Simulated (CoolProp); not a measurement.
Vapour-liquid equilibrium of dimethyl ether (1) + methanol (2) at -18.55 °C; x and y are mole fractions of (1).

The numbers come from the multi-fluid Helmholtz-energy mixture model, Wu 2011 and de Reuck 1993; pair parameters Bell 2016 in CoolProp.

| x | bubble pressure, mixture model (MPa) | bubble pressure, Raoult's law (MPa) | y, mixture model | y, Raoult's law |
|---|---|---|---|---|
| 0.05 | 0.01713 | 0.007682 | 0.936 | 0.858 |
| 0.15 | 0.04329 | 0.02076 | 0.976 | 0.953 |
| 0.25 | 0.06253 | 0.03383 | 0.984 | 0.975 |
| 0.35 | 0.07634 | 0.04691 | 0.987 | 0.984 |
| 0.45 | 0.08633 | 0.05998 | 0.989 | 0.990 |
| 0.55 | 0.09400 | 0.07306 | 0.991 | 0.993 |
| 0.65 | 0.1007 | 0.08613 | 0.992 | 0.995 |
| 0.75 | 0.1075 | 0.09921 | 0.993 | 0.997 |
| 0.85 | 0.1156 | 0.1123 | 0.995 | 0.998 |
| 0.95 | 0.1257 | 0.1254 | 0.998 | 1.000 |

The largest gap from Raoult's law is +123.0 % in bubble pressure, at x = 0.05. No azeotrope shows between x = 0.05 and 0.95.

The pair parameters rest on a limited set of measurements; away from them the model extrapolates. With so large a gap from Raoult's law the liquid may split in two, which this calculation doesn't test in full.
